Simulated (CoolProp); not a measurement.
A single-stage vapour-compression cycle with the fluid: evaporating at 223.15 K (dew point), condensing at 287.15 K (bubble point), superheat 8 K, subcooling 0 K, compressor efficiency 0.65, no pressure losses. The same conditions are run with several fluids, on thermodynamics alone (safety and materials aside).

Values from CoolProp's reference Helmholtz-energy equation of state of each fluid (R142b: Lemmon 2006; R227EA: Lemmon 2016; propane: Lemmon 2009; ammonia: Gao 2020; CH3F (R41): Lemmon 2006).

```json
[
 {"fluid": "R142b", "cooling COP": "1.78", "pressure ratio": "17.6", "discharge temperature (K)": "353.5", "refrigerating effect (kJ/kg)": "173", "volumetric capacity (kJ/m³)": "123"},
 {"fluid": "R227EA", "cooling COP": "1.54", "pressure ratio": "17.7", "discharge temperature (K)": "307.2", "refrigerating effect (kJ/kg)": "81.7", "volumetric capacity (kJ/m³)": "132"},
 {"fluid": "propane", "cooling COP": "1.71", "pressure ratio": "10.1", "discharge temperature (K)": "344.2", "refrigerating effect (kJ/kg)": "292", "volumetric capacity (kJ/m³)": "485"},
 {"fluid": "ammonia", "cooling COP": "1.65", "pressure ratio": "17.3", "discharge temperature (K)": "539.3", "refrigerating effect (kJ/kg)": "1140", "volumetric capacity (kJ/m³)": "419"},
 {"fluid": "CH3F (R41)", "cooling COP": "1.50", "pressure ratio": "7.55", "discharge temperature (K)": "414.8", "refrigerating effect (kJ/kg)": "301", "volumetric capacity (kJ/m³)": "2260"}
]
```
